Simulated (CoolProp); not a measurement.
Values from CoolProp's reference Helmholtz-energy equation of state, Zhou 2012.

**Question.** Give the vapour pressure (MPa), enthalpy of vaporisation (kJ/kg), surface tension (mN/m), liquid viscosity (µPa s) of saturated o-xylene at 222.75, 281.55, 291.35 °C.

**Answer.** 
```
T (°C)  p (MPa)  enthalpy of vaporisation (kJ/kg)  surface tension (mN/m)  liquid viscosity (µPa s)
------  -------  --------------------------------  ----------------------  ------------------------
222.75    0.557                               287                    9.72                       151
281.55     1.42                               228                    4.80                       103
291.35     1.63                               215                    4.05                      94.9
```

Viscosity comes from a separate model (Cao 2016). Surface tension comes from a separate correlation (Mulero 2014).
